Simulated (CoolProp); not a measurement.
Properties of sulfur hexafluoride along the isobar 2.17 MPa (Tc = 318.7 K, pc = 3.755 MPa, ω = 0.210).

The numbers come from the reference Helmholtz-energy equation of state, Guder 2009 in CoolProp.

| T (K) | phase | cv (kJ/(kg K)) | viscosity (µPa s) |
|---|---|---|---|
| 271.8 | liquid | 0.6199 | 196 |
| 290.1 | liquid | 0.6580 | … |
| 308.4 | gas | 0.6708 | 17.2 |
| 326.7 | gas | 0.6810 | 17.8 |
| 345 | gas | 0.6975 | 18.6 |
| 363.3 | gas | 0.7155 | 19.3 |
| 381.6 | gas | 0.7335 | … |
| 399.9 | gas | 0.7507 | 20.8 |
| 418.2 | gas | 0.7669 | 21.5 |
| 436.5 | gas | 0.7822 | 22.2 |
| 454.8 | gas | … | 22.9 |

Task: Complete the blanks.

Result: 
- 290.1, viscosity (µPa s): 138
- 381.6, viscosity (µPa s): 20.1
- 454.8, cv (kJ/(kg K)): 0.7963

Viscosity comes from a separate model (Quiñones-Cisneros 2012).
